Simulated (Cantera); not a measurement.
What does this Cantera script print?

```python
import numpy as np
import cantera as ct

gas_names = [...]  # 114 gases of nasa_gas.yaml made of C, Fe, H, O
cond_names = """
    C(gr) C6H6(L) C7H8(L) C8H18(L),n-octa Fe(a) Fe(c) Fe(d) Fe(L) FeC5O5(L) FeO(s) FeO(L) Fe(OH)2(s)
    Fe(OH)3(s) Fe2O3(s) Fe3O4(s) H2O(s) H2O(L)
""".split()


# ... load() reads the species with a 1 bar reference pressure and builds the phases ...
atoms = {
    'Fe3O4': {'Fe': 3, 'O': 4},
    'CO': {'C': 1, 'O': 1},
    'H2': {'H': 2},
}
top_T = {'C(gr)': 4500, 'Fe2O3(s)': 1830, 'Fe3O4(s)': 1870}  # K; cautious upper limits of use, not melting points


# ... equilibrate(T, P, feed) seeds the gas with the atoms and calls Mixture.equilibrate('TP', solver="vcs", rtol=1e-11, max_steps=5000) ...
results = []
feed = {'Fe3O4': 1, 'CO': 7.6, 'H2': 1.6}  # mol
P = 230  # Pa
for T in [1098, 1198, 1298, 1398, 1498, 1598, 1698, 1798, 1898, 1998, 2098, 2198, 2298, 2398]:
    mix = equilibrate(T, P, feed)
    results.append((T, P, feed, dict(zip(mix.species_names, mix.species_moles))))

top = {s: max(r[3][s] / sum(r[3][g] for g in gas_names) for r in results) for s in gas_names}
cols = sorted((s for s in top if top[s] > 1e-05), key=lambda s: -top[s])[:5]
seen = [c for c in cond_names if any(r[3].get(c, 0) > 1e-12 for r in results)]
print("log10 of partial pressures in bar; condensed amounts in mol")
print(f"{'T/K':>10s}" + "".join(f"{s[:9]:>10s}" for s in cols + seen))
for T, P, feed, n in results:
    ng = sum(n[g] for g in gas_names)
    print(f"{T:10.4g}" + "".join(f"{np.log10(max(n[s] / ng * P / 1e5, 1e-99)):10.3f}" for s in cols)
          + "".join(f"{n.get(c, 0):10.4g}" for c in seen))
```

It prints:

```
log10 of partial pressures in bar; condensed amounts in mol
       T/K        CO        Fe       CO2        H2       H2O     Fe(a)     Fe(c)     Fe(d)    FeO(s)    FeO(L)
      1098    -2.809   -11.934    -3.459    -3.486    -4.134     0.683         0         0     2.317         0
      1198    -2.801   -10.334    -3.496    -3.504    -4.063         0    0.6241         0     2.376         0
      1298    -2.795    -8.987    -3.525    -3.521    -4.006         0    0.5872         0     2.413         0
      1398    -2.791    -7.836    -3.552    -3.536    -3.963         0    0.5567         0     2.443         0
      1498    -2.786    -6.842    -3.577    -3.550    -3.929         0      0.53         0     2.469         0
      1598    -2.783    -5.976    -3.600    -3.562    -3.902         0    0.5032         0     2.493         0
      1698    -2.779    -5.215    -3.640    -3.568    -3.896         0         0    0.4048         0     2.571
      1798    -2.776    -4.543    -3.699    -3.570    -3.912         0         0    0.1931         0      2.69
      1898    -2.792    -4.023    -3.692    -3.609    -3.886         0         0         0         0       2.6
      1998    -2.837    -3.698    -3.576    -3.719    -3.798         0         0         0         0       2.1
      2098    -2.910    -3.465    -3.446    -3.890    -3.733         0         0         0         0     1.298
      2198    -3.024    -3.294    -3.336    -4.133    -3.722         0         0         0         0   0.03634
      2298    -3.018    -3.304    -3.388    -4.163    -3.784         0         0         0         0         0
      2398    -3.005    -3.321    -3.488    -4.189    -3.901         0         0         0         0         0
```

These are equilibrium values from Cantera (NASA tables, ideal gas, pure condensed phases), not measurements of a reactor. Mutual solubility and eutectic melting of coexisting phases are not modelled. The tables' stoichiometric FeO is somewhat more stable than real wüstite, so its field is too wide. FeO: taken at fixed stoichiometry.
